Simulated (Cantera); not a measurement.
Charge: 1 mol B2O3, 2.2 mol N2, at 1452 °C and 0.133 bar.

These are equilibrium values from Cantera (NASA tables, ideal gas, pure condensed phases), not measurements of a reactor. Candidate condensed phases: B, BN, B2O3; 17 gas species. Equilibrium is a limit: real reactors are often held back by kinetics, nucleation or transport.

Problem. What is the equilibrium state?

Solution. 
- x(N2) = 0.991
- x(B2O3) = 0.00863
- x(BO2) = 1.14e-5
- x(BO) = 7.40e-6
- x(B2O2) = 2.47e-6
- n(B2O3(l)) = 0.981 mol
- gas amount = 2.219 mol
- log10 activity of B(s) (absent) = -6.09
